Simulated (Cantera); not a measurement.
Input (Python, Cantera):

```python
import numpy as np
import cantera as ct

gas = ct.Solution("gri30.yaml")
gas.TPX = 1298, 760000, {'CH4': 1, 'H2': 0.035, 'O2': 1.34, 'N2': 5.06, 'H2O': 0.77, 'CO2': 0.63}
reactor = ct.IdealGasReactor(gas, energy="on", clone=False)
net = ct.ReactorNet([reactor])
net.rtol, net.atol = 1e-08, 1e-16
show = ['CH4', 'H2', 'O2', 'O', 'HCN']
times = np.geomspace(9e-06, 0.7, 12)

steps = ct.SolutionArray(gas, extra=["t"])
rows = []
print(f"{'t/s':>10s}{'T/K':>9s}{'P/Pa':>11s}" + "".join(f"{s:>11s}" for s in show))
for t in times:
    while net.time < t:
        t_next = net.step()
        steps.append(gas.state, t=t_next)
    rows.append([np.interp(t, steps.t, y) for y in (steps.T, steps.P, *steps(*show).X.T)])
    print(f"{t:10.3e}{rows[-1][0]:9.1f}{rows[-1][1]:11.4g}" + "".join(f"{x:11.3e}" for x in rows[-1][2:]))
rate = np.gradient(steps.T, steps.t)
print("integrator steps:", len(steps.t))
if steps.T.max() > steps.T[0] + 200:
    print(f"time of steepest temperature rise: {steps.t[rate.argmax()]:.4e} s")
gas.TPX = 1298, 760000, {'CH4': 1, 'H2': 0.035, 'O2': 1.34, 'N2': 5.06, 'H2O': 0.77, 'CO2': 0.63}
gas.equilibrate("UV")
print(f"equilibrium (UV): T = {gas.T:.1f} K  " + "  ".join(f"{s} {gas[s].X[0]:.3e}" for s in show))
```

It prints:

```
       t/s      T/K       P/Pa        CH4         H2         O2          O        HCN
 9.000e-06   1298.0    7.6e+05  1.132e-01  3.962e-03  1.517e-01  2.283e-10  4.725e-21
 2.505e-05   1298.0    7.6e+05  1.132e-01  3.961e-03  1.517e-01  7.354e-10  4.622e-20
 6.974e-05   1298.0    7.6e+05  1.132e-01  3.961e-03  1.517e-01  3.432e-09  7.126e-19
 1.941e-04   1298.4  7.602e+05  1.131e-01  3.954e-03  1.516e-01  1.179e-08  2.049e-17
 5.404e-04   1301.2  7.619e+05  1.126e-01  3.946e-03  1.513e-01  1.875e-08  2.234e-16
 1.504e-03   1331.8  7.801e+05  1.078e-01  4.596e-03  1.477e-01  9.172e-08  1.199e-14
 4.188e-03   2674.3   1.69e+06  1.982e-11  4.751e-02  2.705e-04  1.302e-04  1.042e-07
 1.166e-02   2674.3   1.69e+06  1.983e-11  4.751e-02  2.704e-04  1.302e-04  1.046e-07
 3.245e-02   2674.3   1.69e+06  1.983e-11  4.751e-02  2.704e-04  1.302e-04  1.046e-07
 9.033e-02   2674.3   1.69e+06  1.983e-11  4.751e-02  2.704e-04  1.302e-04  1.046e-07
 2.515e-01   2674.3   1.69e+06  1.983e-11  4.751e-02  2.704e-04  1.302e-04  1.046e-07
 7.000e-01   2674.3   1.69e+06  1.983e-11  4.751e-02  2.704e-04  1.302e-04  1.046e-07
integrator steps: 2188
time of steepest temperature rise: 2.0048e-03 s
equilibrium (UV): T = 2674.3 K  CH4 2.249e-11  H2 4.751e-02  O2 2.704e-04  O 1.302e-04  HCN 1.046e-07
```

Model: GRI-Mech 3.0 (53 species, 325 reactions), integrated in Cantera.
